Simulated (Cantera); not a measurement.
Input: 1 mol FeS2, 0.23 mol SO3, 9.1 mol O2, 4.7 mol SO2, at 777 °C and 1.80 bar.

Equilibrium computed with Cantera from the NASA thermochemical tables; the gas is ideal and each condensed phase is pure. Candidate condensed phases: Fe, FeO, FeS, FeSO4, FeS2, Fe2O3, Fe2(SO4)3, Fe3O4, S; 12 gas species. Rates play no part.

Base state: O2 0.411, SO2 0.312, SO3 0.277 (mole fractions); condensed: Fe2O3(s).

Problem. What changes in the equilibrium state with this change: FeS2 replaced by MgCO3?

Solution. 
| species | before | after |
|---|---|---|
| O2 | 0.411 | 0.609 |
| SO3 | 0.277 | 0.162 |
| SO2 | 0.312 | 0.150 |
| CO2 | 0 | 0.0792 |
| Fe2O3(s), mol | 0.500 | 0 |
| MgSO4(s), mol | 0 | 1.00 |
Further candidate phases: C, Mg, MgCO3, MgO, MgS, MgSO4.
